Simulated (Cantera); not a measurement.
What does this Cantera script print?

```python
import numpy as np
import cantera as ct

gas_names = [...]  # 62 gases of nasa_gas.yaml made of F, H, N, O, S
cond_names = """
    H2O(s) H2O(L) H2SO4(L) S(cr1) S(cr2) S(L)
""".split()


# ... load() reads the species with a 1 bar reference pressure and builds the phases ...
atoms = {
    'HF': {'H': 1, 'F': 1},
    'SO2': {'S': 1, 'O': 2},
    'N2': {'N': 2},
}
top_T = {}  # K; cautious upper limits of use, not melting points


# ... equilibrate(T, P, feed) seeds the gas with the atoms and calls Mixture.equilibrate('TP', solver="vcs", rtol=1e-11, max_steps=5000) ...
results = []
feed = {'HF': 1, 'SO2': 0.042, 'N2': 3.3}  # mol
P = 2500000  # Pa
for T in [823, 1023, 1223, 1423, 1623, 1823, 2023, 2223, 2423, 2623, 2823]:
    mix = equilibrate(T, P, feed)
    results.append((T, P, feed, dict(zip(mix.species_names, mix.species_moles))))

top = {s: max(r[3][s] / sum(r[3][g] for g in gas_names) for r in results) for s in gas_names}
cols = sorted((s for s in top if top[s] > 1e-05), key=lambda s: -top[s])[:5]
seen = [c for c in cond_names if any(r[3].get(c, 0) > 1e-12 for r in results)]
print("log10 of partial pressures in bar; condensed amounts in mol")
print(f"{'T/K':>10s}" + "".join(f"{s[:9]:>10s}" for s in cols + seen))
for T, P, feed, n in results:
    ng = sum(n[g] for g in gas_names)
    print(f"{T:10.4g}" + "".join(f"{np.log10(max(n[s] / ng * P / 1e5, 1e-99)):10.3f}" for s in cols)
          + "".join(f"{n.get(c, 0):10.4g}" for c in seen))
```

Result:

```
log10 of partial pressures in bar; condensed amounts in mol
       T/K        N2        HF       SO2        SO         F
       823     1.279     0.760    -0.617    -7.606   -14.239
      1023     1.279     0.760    -0.617    -5.915   -10.405
      1223     1.279     0.760    -0.617    -4.902    -7.794
      1423     1.279     0.760    -0.617    -4.386    -5.830
      1623     1.279     0.760    -0.617    -3.807    -4.446
      1823     1.279     0.760    -0.618    -3.145    -3.523
      2023     1.279     0.760    -0.622    -2.585    -2.894
      2223     1.279     0.760    -0.631    -2.132    -2.421
      2423     1.278     0.759    -0.651    -1.763    -2.032
      2623     1.278     0.758    -0.689    -1.466    -1.697
      2823     1.277     0.756    -0.756    -1.233    -1.402
```

These are equilibrium values from Cantera (NASA tables, ideal gas, pure condensed phases), not measurements of a reactor.
